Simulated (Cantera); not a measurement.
## Ignition delay

Mixture: H₂ : O₂ : N₂ = 1 : 0.455 : 1.71 (molar parts), at 19.0 bar, adiabatic and at constant volume. Ignition delay is the time to a rise of 400 K.

Cantera simulation using GRI-Mech 3.0 (53 species, 325 reactions); the numbers are that mechanism's predictions, not measurements. The hydrogen kinetics of GRI-Mech 3.0 are dated; newer H2 mechanisms differ, most at raised pressure. The pressure lies above the range GRI-Mech 3.0 was tuned for (to about 10 atm).

```json
[
 {"T0 (K)": "1175", "delay (ms)": "0.170"},
 {"T0 (K)": "1250", "delay (ms)": "0.0385"},
 {"T0 (K)": "1325", "delay (ms)": "0.00656"},
 {"T0 (K)": "1400", "delay (ms)": "0.00182"},
 {"T0 (K)": "1475", "delay (ms)": "0.00100"}
]
```
